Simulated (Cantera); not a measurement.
Silicon epitaxy and polysilicon growth: SiH2Cl2 + HCl + N2

Charge: 1 mol SiH2Cl2, 2.6 mol HCl, 140 mol N2, at 0.133 bar.

These are equilibrium values from Cantera (NASA tables, ideal gas, pure condensed phases), not measurements of a reactor. Candidate condensed phases: NH4Cl, Si, Si3N4; 28 gas species. N2 is the only nitrogen source here; it is nearly inert below about 1500 K, so the nitride shown seldom forms there in practice. The tables' values for SiCl3 are old estimates; treat these amounts as uncertain. Equilibrium is a limit: real reactors are often held back by kinetics, nucleation or transport.

| T (K) | x N2 | x HCl | x H2 | x SiCl2 | x SiCl4 | n Si3N4(s) |
|---|---|---|---|---|---|---|
| 948 | 0.970 | 0.0226 | 0.00468 | 8.12e-9 | 0.00234 | 0.221 |
| 1048 | 0.970 | 0.0234 | 0.00428 | 2.36e-7 | 0.00214 | 0.230 |
| 1148 | 0.970 | 0.0240 | 0.00399 | 3.75e-6 | 0.00197 | 0.237 |
| 1248 | 0.970 | 0.0244 | 0.00378 | 3.75e-5 | 0.00179 | 0.240 |
| 1348 | 0.970 | 0.0245 | 0.00371 | 0.000252 | 0.00151 | 0.235 |
| 1448 | 0.969 | 0.0240 | 0.00397 | 0.00113 | 0.000996 | 0.204 |
| 1548 | 0.969 | 0.0221 | 0.00491 | 0.00311 | 0.000393 | 0.133 |
x: gas mole fraction; n: condensed amount in mol.

From 948 K to 1548 K the condensed part is Si3N4(s). The main Si-bearing gas is SiCl4 at 948 K and SiCl2 at 1548 K. The share of Si in condensed phases is highest at 1248 K (72.1 %) and lowest at 1548 K (39.8 %).
